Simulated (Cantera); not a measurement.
Input: 1 mol Si, 8.6 mol Cl2, 11 mol H2, held at 1125 K and 0.100 bar.

These are equilibrium values from Cantera (NASA tables, ideal gas, pure condensed phases), not measurements of a reactor. Candidate condensed phases: Si; 19 gas species. The tables' values for SiCl3 are old estimates; treat these amounts as uncertain. Rates play no part.

Task: What is the equilibrium state?

Result: x(HCl): 0.710
x(H2): 0.236
x(SiCl4): 0.0533
x(SiHCl3): 0.000308
x(SiCl3): 0.000145
x(SiCl2): 4.86e-6
gas amount: 18.60 mol
log10 activity of Si(s) (absent): -5.97
